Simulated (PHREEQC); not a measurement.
0.4 g of hydrous ferric oxide (600 m²/g; 0.2 weak and 0.005 strong sites per Fe, Dzombak-Morel constants, diffuse double layer) in 1 kg of water with 0.001 mol/kgw of an inert sodium salt and 1e-06 mol H3BO3, at 25 °C; the pH is set by adding NaOH or the inert anion's acid. O2 is buffered at 0.21 atm. CO2 from the air is kept out. No solid was allowed to form.

Base run: PHREEQC, ion-association model, wateq4f.dat. Each further column changes one thing. The table gives surface charge σ (C/m²).

```json
[
 {"pH": "3", "base": "0.259", "background salt from 0.001 to 0.0001 mol/kgw": "…", "oxide from 0.4 to 2 g/kgw": "0.282"},
 {"pH": "3.75", "base": "0.148", "background salt from 0.001 to 0.0001 mol/kgw": "0.102", "oxide from 0.4 to 2 g/kgw": "…"},
 {"pH": "4.12", "base": "0.110", "background salt from 0.001 to 0.0001 mol/kgw": "…", "oxide from 0.4 to 2 g/kgw": "0.126"},
 {"pH": "4.88", "base": "0.057", "background salt from 0.001 to 0.0001 mol/kgw": "…", "oxide from 0.4 to 2 g/kgw": "0.063"},
 {"pH": "5.25", "base": "0.041", "background salt from 0.001 to 0.0001 mol/kgw": "0.016", "oxide from 0.4 to 2 g/kgw": "0.044"},
 {"pH": "6", "base": "0.019", "background salt from 0.001 to 0.0001 mol/kgw": "…", "oxide from 0.4 to 2 g/kgw": "…"},
 {"pH": "6.75", "base": "0.008", "background salt from 0.001 to 0.0001 mol/kgw": "0.003", "oxide from 0.4 to 2 g/kgw": "0.008"},
 {"pH": "7.12", "base": "0.005", "background salt from 0.001 to 0.0001 mol/kgw": "0.002", "oxide from 0.4 to 2 g/kgw": "0.005"},
 {"pH": "7.88", "base": "0.001", "background salt from 0.001 to 0.0001 mol/kgw": "0.000", "oxide from 0.4 to 2 g/kgw": "0.001"},
 {"pH": "8.25", "base": "-0.001", "background salt from 0.001 to 0.0001 mol/kgw": "0.000", "oxide from 0.4 to 2 g/kgw": "-0.001"},
 {"pH": "9", "base": "-0.004", "background salt from 0.001 to 0.0001 mol/kgw": "-0.001", "oxide from 0.4 to 2 g/kgw": "-0.004"}
]
```

Question: Some entries are withheld; supply them.

Answer: 
- 3, background salt from 0.001 to 0.0001 mol/kgw: 0.233
- 3.75, oxide from 0.4 to 2 g/kgw: 0.171
- 4.12, background salt from 0.001 to 0.0001 mol/kgw: 0.065
- 4.88, background salt from 0.001 to 0.0001 mol/kgw: 0.025
- 6, background salt from 0.001 to 0.0001 mol/kgw: 0.007
- 6, oxide from 0.4 to 2 g/kgw: 0.020

The oxide is taken as insoluble; below pH 4 it would dissolve.
